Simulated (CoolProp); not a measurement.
Vapour-liquid equilibrium of CHF3 (R23) (1) + CH2F2 (R32) (2) at -22.55 °C; x and y are mole fractions of (1).

Computed with CoolProp (multi-fluid Helmholtz-energy mixture model, Penoncello 2003 and Tillner-Roth 1997; pair parameters Bell 2016).

| x | bubble pressure (MPa) | y at the bubble point | dew pressure at overall composition x (MPa) | liquid density (mol/L) |
|---|---|---|---|---|
| 0.05 | 0.4119 | 0.141 | 0.3826 | 21.45 |
| 0.125 | 0.4781 | 0.306 | (withheld) | 21.09 |
| 0.2 | 0.5448 | 0.432 | 0.4336 | 20.73 |
| 0.275 | 0.6118 | 0.533 | 0.4644 | 20.38 |
| 0.35 | 0.6791 | 0.615 | 0.4996 | 20.02 |
| 0.425 | 0.7466 | 0.683 | 0.5405 | 19.67 |
| 0.5 | (withheld) | 0.742 | 0.5882 | 19.31 |
| 0.575 | 0.8825 | 0.792 | 0.6447 | (withheld) |
| 0.65 | 0.9511 | 0.837 | 0.7122 | 18.60 |
| 0.725 | 1.021 | 0.877 | 0.7940 | 18.24 |
| 0.8 | 1.091 | 0.913 | 0.8942 | (withheld) |
| 0.875 | 1.163 | 0.947 | 1.018 | 17.50 |
| 0.95 | 1.237 | 0.979 | 1.169 | 17.12 |

Complete the blanks.


- 0.125, dew pressure at overall composition x (MPa): 0.4066
- 0.5, bubble pressure (MPa): 0.8144
- 0.575, liquid density (mol/L): 18.96
- 0.8, liquid density (mol/L): 17.87

No azeotrope shows between x = 0.05 and 0.95.

Pair parameters are fitted to limited data, so mixtures are less certain than the pure fluids.
